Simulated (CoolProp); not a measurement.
Computed with CoolProp (reference Helmholtz-energy equation of state, McLinden 2015).

### Question
Give the vapour pressure (MPa), liquid density (kg/m³), vapour density (kg/m³), enthalpy of vaporisation (kJ/kg) of saturated the fluoroketone C6F12O (FK-5-1-12) at 324.4, 332.4 K.

### Answer
```csv
T (K),p (MPa),liquid density (kg/m³),vapour density (kg/m³),enthalpy of vaporisation (kJ/kg)
324.4,0.109,1520,13.7,87.3
332.4,0.142,1490,17.7,84.8
```
